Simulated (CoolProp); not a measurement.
Vapour-liquid equilibrium of n-butane (1) + R113 (2) at 342.4 K; x and y are mole fractions of (1).

Model: multi-fluid Helmholtz-energy mixture model, Bücker 2006 and Marx 1992; pair parameters Bell 2016, in CoolProp.

Question: Give the bubble pressure and the first vapour's composition at x = 0.275, 0.35, 0.95. Is there an azeotrope?

Answer: x = 0.275: 381.0 kPa, y = 0.593; x = 0.35: 426.7 kPa, y = 0.665; x = 0.95: 765.8 kPa, y = 0.980. No azeotrope shows between x = 0.05 and 0.95.

The pair parameters rest on a limited set of measurements; away from them the model extrapolates.
